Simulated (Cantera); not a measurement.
Stirred combustor or abatement burner

A perfectly stirred reactor is fed with 12.3 % H2, 5.06 % O2, 79.1 % N2, 3.46 % H2O, at 1.01 bar; it is adiabatic with a 400 K inlet, and is followed from long to short residence time, starting on the burning branch (τ in s: 0.1, 0.05, 0.024, 0.012, 0.0056, 0.0027, 0.0013, 0.00064, 0.00031, 0.00015, 7.2e-05).

Computed with Cantera and GRI-Mech 3.0 (53 species, 325 reactions).

```csv
τ (s),T (K),x H2,x O2,x H2O,x H2O2,x NO2,x NO,x OH
0.10,1188,0.0234,0.000235,0.142,3.89e-8,4.43e-12,4.39e-7,4.45e-5
0.050,1184,0.0235,0.000348,0.142,5.60e-8,7.14e-12,5.90e-7,6.10e-5
0.024,1178,0.0236,0.000537,0.142,8.10e-8,1.19e-11,7.82e-7,8.40e-5
0.012,1170,0.0239,0.000829,0.141,1.13e-7,1.94e-11,9.80e-7,0.000111
0.0056,1156,0.0246,0.00139,0.140,1.59e-7,3.22e-11,1.17e-6,0.000147
0.0027,1135,0.0263,0.00240,0.137,2.16e-7,4.93e-11,1.21e-6,0.000181
0.0013,1098,0.0310,0.00478,0.132,2.96e-7,6.53e-11,9.18e-7,0.000198
0.00064,400,0.123,0.0506,0.0346,<1e-12,<1e-12,<1e-12,<1e-12
0.00031,400,0.123,0.0506,0.0346,<1e-12,<1e-12,<1e-12,<1e-12
0.00015,400,0.123,0.0506,0.0346,<1e-12,<1e-12,<1e-12,<1e-12
7.2e-5,400,0.123,0.0506,0.0346,<1e-12,<1e-12,<1e-12,<1e-12
```
x: mole fraction; the columns are a selection and need not sum to one.
